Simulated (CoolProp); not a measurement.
Vapour-liquid equilibrium of hydrogen chloride (1) + propane (2) at 1.8 MPa; x and y are mole fractions of (1).

Model: multi-fluid Helmholtz-energy mixture model, Thol 2018 and Lemmon 2009; pair parameters Bell 2016, in CoolProp.

Q: Give the bubble temperature and the first vapour's composition at x = 0.125, 0.425, 0.5. Is there an azeotrope?

A: x = 0.125: 302.8 K, y = 0.400; x = 0.425: 275.3 K, y = 0.761; x = 0.5: 272.1 K, y = 0.798. No azeotrope shows between x = 0.05 and 0.95.

The pair parameters rest on a limited set of measurements; away from them the model extrapolates.
